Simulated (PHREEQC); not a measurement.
Sulfide liquor (model solution)

Dissolve 3.3 mmol/kgw NH4HS and 0.15 mmol/kgw NaOH at 25 °C. Closed to the air; pH follows from the charge balance.

All values are PHREEQC results (ion-association model, wateq4f.dat), not measurements.

Precipitation was switched off in this run.

Q: Estimate the pH.

A: pH 8.26.

Q: In which forms is N present?

A: NH4+ 91 %, NH3 8.8 % of the N.

The polysulfide entries of wateq4f.dat were taken out for this run.
